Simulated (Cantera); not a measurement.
A perfectly stirred reactor is fed with 28.5 % N₂O, 0.0856 % H₂, 71.4 % N₂, at 0.132 atm; it is held at 1623 K, and followed from long to short residence time.

Cantera simulation using GRI-Mech 3.0 (53 species, 325 reactions); the numbers are that mechanism's predictions, not measurements. GRI-Mech 3.0 was tuned for natural gas; its chemistry of N2O as a main component is partial and can be far from experiment. The temperature is held fixed by assumption; the heat of reaction is taken as removed at once.

Problem. Predict: x(N₂O) at τ = 0.350 s; x(H₂) at τ = 0.350 s; x(HO₂) at τ = 0.350 s; x(NO₂) at τ = 0.350 s; x(N₂O) at τ = 6.10 ms; x(H₂) at τ = 6.10 ms; x(HO₂) at τ = 6.10 ms; x(NO₂) at τ = 6.10 ms; x(H₂O₂) at τ = 6.10 ms.

Solution. 
```
Quantity                   Value
----------------------  --------
x(N₂O) at τ = 0.350 s     0.0238
x(H₂) at τ = 0.350 s     3.13e-6
x(HO₂) at τ = 0.350 s    6.95e-8
x(NO₂) at τ = 0.350 s    4.43e-5
x(N₂O) at τ = 6.10 ms      0.236
x(H₂) at τ = 6.10 ms    0.000107
x(HO₂) at τ = 6.10 ms    2.37e-6
x(NO₂) at τ = 6.10 ms    5.77e-5
x(H₂O₂) at τ = 6.10 ms   1.60e-9
```
